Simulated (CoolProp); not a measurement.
Values from CoolProp's reference Helmholtz-energy equation of state, Lemmon 2006. It is a short technical equation, of lower accuracy than the large ones.

Give the vapour pressure (bar), vapour density (kg/m³), enthalpy of vaporisation (kJ/kg), liquid cp (kJ/(kg K)) of saturated isohexane at 253.8, 259.5, 299.3 K.


```tsv
T (K)	p (bar)	vapour density (kg/m³)	enthalpy of vaporisation (kJ/kg)	liquid cp (kJ/(kg K))
253.8	0.0306	0.125	375	2.04
259.5	0.0428	0.172	372	2.06
299.3	0.296	1.05	347	2.24
```
